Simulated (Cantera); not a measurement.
Input (Python, Cantera) and output of one run.

```python
import numpy as np
import cantera as ct

gas_names = """
    H HO2 H2 H2O H2O2 H2S H2SO4 O OH O2 O3 S SH SO SO2 SO3 S2 S2O S8
""".split()
cond_names = """
    H2O(s) H2O(L) H2SO4(L) S(cr1) S(cr2) S(L)
""".split()


# ... load() reads the species with a 1 bar reference pressure and builds the phases ...
atoms = {
    'SO2': {'S': 1, 'O': 2},
    'H2O': {'H': 2, 'O': 1},
}
top_T = {}  # K; cautious upper limits of use, not melting points


# ... equilibrate(T, P, feed) seeds the gas with the atoms and calls Mixture.equilibrate('TP', solver="vcs", rtol=1e-11, max_steps=5000) ...
results = []
feed = {'SO2': 1, 'H2O': 9.1}  # mol
T = 1750  # K
for P in [10, 52, 280, 1400, 7600, 40000, 210000, 1100000, 5700000, 30000000]:
    mix = equilibrate(T, P, feed)
    results.append((T, P, feed, dict(zip(mix.species_names, mix.species_moles))))

top = {s: max(r[3][s] / sum(r[3][g] for g in gas_names) for r in results) for s in gas_names}
cols = sorted((s for s in top if top[s] > 1e-05), key=lambda s: -top[s])[:6]
seen = [c for c in cond_names if any(r[3].get(c, 0) > 1e-12 for r in results)]
print("log10 of partial pressures in bar; condensed amounts in mol")
print(f"{'P/Pa':>10s}" + "".join(f"{s[:9]:>10s}" for s in cols + seen))
for T, P, feed, n in results:
    ng = sum(n[g] for g in gas_names)
    print(f"{P:10.4g}" + "".join(f"{np.log10(max(n[s] / ng * P / 1e5, 1e-99)):10.3f}" for s in cols)
          + "".join(f"{n.get(c, 0):10.4g}" for c in seen))
```

Output:

```
log10 of partial pressures in bar; condensed amounts in mol
      P/Pa       H2O       SO2        H2        O2        OH         H
        10    -4.069    -5.017    -5.588    -5.916    -6.141    -6.427
        52    -3.343    -4.295    -5.101    -5.437    -5.657    -6.184
       280    -2.606    -3.561    -4.608    -4.949    -5.167    -5.937
      1400    -1.903    -2.860    -4.139    -4.483    -4.699    -5.703
      7600    -1.167    -2.125    -3.647    -3.994    -4.209    -5.457
     4e+04    -0.445    -1.403    -3.164    -3.515    -3.728    -5.215
   2.1e+05     0.276    -0.683    -2.679    -3.043    -3.250    -4.973
   1.1e+06     0.996     0.037    -2.188    -2.586    -2.776    -4.728
   5.7e+06     1.710     0.751    -1.680    -2.173    -2.315    -4.473
     3e+07     2.432     1.472    -1.117    -1.856    -1.875    -4.192
```

Method: chemical equilibrium by Gibbs-energy minimisation in Cantera with the NASA 1993 tables (ideal gas, pure condensed phases). The ideal-gas law is rough above about 30 bar.
